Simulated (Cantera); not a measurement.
Input (Python, Cantera):

```python
import numpy as np
import cantera as ct

gas = ct.Solution("h2o2.yaml")
gas.TPX = 525, 550000, {'H2': 1, 'O2': 0.521, 'N2': 1.96}
flame = ct.FreeFlame(gas, width=0.012)
flame.set_refine_criteria(ratio=3, slope=0.08, curve=0.16)
flame.transport_model = "mixture-averaged"
flame.solve(loglevel=0, auto=True)
z, T = flame.grid, flame.T
thick = (T[-1] - T[0]) / np.gradient(T, z).max()
show = ['H2', 'O2', 'OH', 'H2O2', 'HO2', 'H']
print(f"laminar burning velocity  {flame.velocity[0] * 100:.3f} cm/s")
print(f"burnt temperature         {T[-1]:.1f} K")
print(f"thermal thickness         {thick * 1e3:.4f} mm")
print(f"grid points               {len(z)}")
z0 = z[flame.heat_release_rate.argmax()]
print(f"{'z/mm':>9s}{'T/K':>9s}{'u/(m/s)':>9s}" + "".join(f"{s:>11s}" for s in show))
rows = []
for k in (-3, -2, -1.5, -1, -0.5, -0.25, 0, 0.25, 0.5, 1, 2, 4, 8):
    zz = z0 + k * thick
    rows.append([k * thick, np.interp(zz, z, T), np.interp(zz, z, flame.velocity),
                 *(np.interp(zz, z, flame.X[gas.species_index(s)]) for s in show)])
    print(f"{rows[-1][0] * 1e3:9.3f}{rows[-1][1]:9.1f}{rows[-1][2]:9.3f}" + "".join(f"{x:11.3e}" for x in rows[-1][3:]))
```

Result:

```
laminar burning velocity  496.484 cm/s
burnt temperature         2521.0 K
thermal thickness         0.0500 mm
grid points               110
     z/mm      T/K  u/(m/s)         H2         O2         OH       H2O2        HO2          H
   -0.150    525.0    4.965  2.873e-01  1.497e-01  1.041e-13  7.935e-12  1.795e-10  2.958e-14
   -0.100    525.0    4.964  2.872e-01  1.497e-01  4.505e-12  3.183e-10  6.738e-09  1.293e-12
   -0.075    525.1    4.963  2.868e-01  1.498e-01  7.571e-11  6.105e-09  1.246e-07  2.170e-11
   -0.050    526.2    4.962  2.849e-01  1.502e-01  2.139e-09  1.332e-07  2.629e-06  6.721e-10
   -0.025    570.8    5.261  2.658e-01  1.530e-01  1.986e-05  1.989e-05  3.707e-04  1.333e-05
   -0.012    860.7    7.628  2.181e-01  1.466e-01  9.888e-04  1.016e-04  9.507e-04  1.809e-03
    0.000   1343.3   11.547  1.407e-01  1.113e-01  3.363e-03  3.493e-05  4.374e-04  1.291e-02
    0.012   1690.7   14.370  7.569e-02  6.453e-02  8.820e-03  5.706e-06  2.048e-04  2.387e-02
    0.025   1882.6   15.913  4.712e-02  3.966e-02  1.358e-02  3.372e-06  1.052e-04  2.496e-02
    0.050   2071.9   17.370  3.399e-02  2.668e-02  1.674e-02  2.037e-06  5.244e-05  1.851e-02
    0.100   2236.8   18.573  2.733e-02  2.134e-02  1.634e-02  1.352e-06  2.815e-05  1.080e-02
    0.200   2365.6   19.476  2.037e-02  1.739e-02  1.417e-02  9.814e-07  1.486e-05  5.561e-03
    0.400   2450.1   20.048  1.431e-02  1.460e-02  1.167e-02  7.639e-07  8.562e-06  2.803e-03
```

Detailed kinetics in Cantera: the H2/O2 subset of GRI-Mech 3.0, which has no nitrogen chemistry. The hydrogen kinetics of GRI-Mech 3.0 are dated; newer H2 mechanisms differ, most at raised pressure. Burning velocities carry a grid error of a few per cent, more on coarse grids.
